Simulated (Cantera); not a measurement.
**Thermodynamics of nitride etching, feed BN + O2 + NF3**

A closed system holds: 1 mol BN, 0.24 mol O2, 16 mol NF3, equilibrated at 1948 K and 13.3 mbar.

Equilibrium computed with Cantera from the NASA thermochemical tables; the gas is ideal and each condensed phase is pure. Candidate condensed phases: B, BN, B2O3; 31 gas species. Equilibrium is a limit: real reactors are often held back by kinetics, nucleation or transport.

```yaml
x(F): 0.822
x(N2): 0.155
x(BF3): 0.0183
x(O2): 0.00406
x(NO): 0.000408
x(O): 0.000245
x(F2): 5.50e-5
x(FO): 2.86e-6
gas_amount: 54.74 mol
log10 activity of B(s) (absent): -21.61
```
